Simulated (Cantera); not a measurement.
Feed: 1 mol TiO2, 0.016 mol HCl, 0.052 mol O2, 0.017 mol H2O, at 3980 Torr.

Cantera equilibrium calculation (NASA polynomials, part measured and part estimated; ideal gas, pure solids and liquids). Candidate condensed phases: H2O, Ti, TiCl2, TiCl3, TiCl4, TiO, TiO2, Ti2O3, Ti3O5, Ti4O7; 23 gas species. Gases not in the tables: TiO(OH)2. Kinetics and transport are ignored.

**Question.** At 1373 K, list the 4 most abundant gas species with their mole fractions, and the condensed phases.

**Answer.** O2 0.609, H2O 0.213, HCl 0.166, Cl2 0.0112. Condensed: TiO2(rutile).
